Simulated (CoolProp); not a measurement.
Nitrous oxide along the isobar 4.12 MPa: fugacity coefficient from the reference equation and from simpler models built on Tc = 309.5 K, pc = 7.245 MPa, ω = 0.161; each cubic takes its own stable root.

Model: reference Helmholtz-energy equation of state, Lemmon 2006, in CoolProp. It is a short technical equation, of lower accuracy than the large ones.

```json
[
 {"T (K)": "215.2", "phase": "liquid", "reference": "0.1145", "van der Waals": "0.3235", "Redlich-Kwong": "0.1457"},
 {"T (K)": "241.1", "phase": "liquid", "reference": "0.2766", "van der Waals": "0.5145", "Redlich-Kwong": "0.3271"},
 {"T (K)": "267", "phase": "liquid", "reference": "0.5315", "van der Waals": "0.7344", "Redlich-Kwong": "0.5867"},
 {"T (K)": "292.9", "phase": "gas", "reference": "0.7703", "van der Waals": "0.8073", "Redlich-Kwong": "0.7783"},
 {"T (K)": "318.7", "phase": "gas", "reference": "0.8262", "van der Waals": "0.8440", "Redlich-Kwong": "0.8274"},
 {"T (K)": "344.6", "phase": "gas", "reference": "0.8654", "van der Waals": "0.8719", "Redlich-Kwong": "0.8631"},
 {"T (K)": "370.5", "phase": "gas", "reference": "0.8943", "van der Waals": "0.8935", "Redlich-Kwong": "0.8900"},
 {"T (K)": "396.4", "phase": "gas", "reference": "0.9163", "van der Waals": "0.9107", "Redlich-Kwong": "0.9108"},
 {"T (K)": "422.3", "phase": "gas", "reference": "0.9333", "van der Waals": "0.9246", "Redlich-Kwong": "0.9270"},
 {"T (K)": "448.2", "phase": "gas", "reference": "0.9467", "van der Waals": "0.9359", "Redlich-Kwong": "0.9399"},
 {"T (K)": "474.1", "phase": "gas", "reference": "0.9574", "van der Waals": "0.9453", "Redlich-Kwong": "0.9503"},
 {"T (K)": "500", "phase": "gas", "reference": "0.9660", "van der Waals": "0.9531", "Redlich-Kwong": "0.9588"}
]
```
